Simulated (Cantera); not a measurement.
## N2O furnace oxynitridation

An isothermal, constant-pressure homogeneous reactor starts with 9.09 % N2O, 90.9 % N2, at 1600 K and 1.10 bar.

Detailed kinetics in Cantera: GRI-Mech 3.0 (53 species, 325 reactions). GRI-Mech 3.0 was tuned for natural gas; its chemistry of N2O as a main component is partial and can be far from experiment. The temperature is held fixed by assumption; the heat of reaction is taken as removed at once.

```tsv
t (s)	x N2O	x O	x NO2	x N2	x NO	x O2
7.00e-6	0.0908	4.91e-5	1.09e-10	0.909	5.46e-6	6.39e-6
2.42e-5	0.0906	0.000117	9.17e-9	0.909	5.05e-5	5.91e-5
8.34e-5	0.0896	0.000163	3.23e-7	0.910	0.000315	0.000368
0.000288	0.0862	0.000165	3.93e-6	0.911	0.00129	0.00152
0.000993	0.0755	0.000160	2.16e-5	0.915	0.00431	0.00512
0.00343	0.0487	0.000142	6.62e-5	0.925	0.0116	0.0143
0.0118	0.0133	8.09e-5	0.000113	0.940	0.0199	0.0270
0.0408	0.000549	1.03e-5	7.76e-5	0.945	0.0215	0.0324
0.141	2.74e-7	2.52e-6	3.59e-5	0.946	0.0216	0.0327
0.486	2.27e-7	2.52e-6	3.59e-5	0.946	0.0215	0.0327
1.68	2.26e-7	2.52e-6	3.58e-5	0.946	0.0215	0.0327
5.79	2.23e-7	2.53e-6	3.55e-5	0.946	0.0213	0.0328
20.0	2.14e-7	2.54e-6	3.46e-5	0.946	0.0207	0.0331
```
x: mole fraction; the columns are a selection and need not sum to one.

Equilibrium at this temperature and pressure: N2O 6.68e-8, O 2.89e-6, NO2 1.85e-6, N2 0.956, NO 0.000969, O2 0.0430 (gas phase only).
